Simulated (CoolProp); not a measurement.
Model: reference Helmholtz-energy equation of state, Lemmon 2006, in CoolProp. It is a short technical equation, of lower accuracy than the large ones.

Task: For neopentane, give the phase and the Z, speed of sound (m/s), Joule-Thomson coefficient (K/MPa), isothermal compressibility (1/MPa) at 342.4 K and 2660 kPa; 342.4 K and 3200 kPa; 342.4 K and 4260 kPa.

Result: 
- 342.4 K and 2660 kPa: liquid; Z 0.125, speed of sound 669, Joule-Thomson coefficient -0.129, isothermal compressibility 0.00559
- 342.4 K and 3200 kPa: liquid; Z 0.150, speed of sound 677, Joule-Thomson coefficient -0.142, isothermal compressibility 0.00541
- 342.4 K and 4260 kPa: liquid; Z 0.199, speed of sound 694, Joule-Thomson coefficient -0.164, isothermal compressibility 0.00509
